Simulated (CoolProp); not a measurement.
Ethanol along the isotherm 271.85 °C: density (kg/m³) from the reference equation and from simpler models built on Tc = 241.6 °C, pc = 62.68 bar, ω = 0.644; each cubic takes its own stable root.

Computed with CoolProp (reference Helmholtz-energy equation of state, Schroeder 2014).

```
p (bar)          phase  reference
-------  -------------  ---------
1.98               gas      2.027
3.34               gas      3.437
5.65               gas      5.865
9.53               gas      10.04
16.1               gas      17.43
27.1               gas      30.84
45.8               gas      57.99
77.3     supercritical      138.0
130      supercritical      411.6
220      supercritical      506.2
371      supercritical      566.0
627      supercritical      620.3
```

Question: How far does each simpler model (ideal gas, Redlich-Kwong) lie from the reference over these 12 states: mean and median of the absolute difference, and the worst?

Answer: 
- ideal gas: mean 20.6 %, median 8.4 %, worst -67.9 % at 271.85 °C and 130 bar
- Redlich-Kwong: mean 8.6 %, median 5.0 %, worst -19.2 % at 271.85 °C and 220 bar
